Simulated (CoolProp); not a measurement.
Vapour-liquid equilibrium of methanol (1) + dimethyl carbonate (2) at 377.2 K; x and y are mole fractions of (1).

Model: multi-fluid Helmholtz-energy mixture model, de Reuck 1993 and Zhou 2011; pair parameters Bell 2016, in CoolProp.

### Question
Give the bubble pressure and the first vapour's composition at x = 0.15, 0.65, 0.85. Is there an azeotrope?

### Answer
x = 0.15: 0.2483 MPa, y = 0.436; x = 0.65: 0.3794 MPa, y = 0.774; x = 0.85: 0.3993 MPa, y = 0.874. y crosses x between x = 0.85 and 0.95: the model has an azeotrope there.

Pair parameters are fitted to limited data, so mixtures are less certain than the pure fluids.
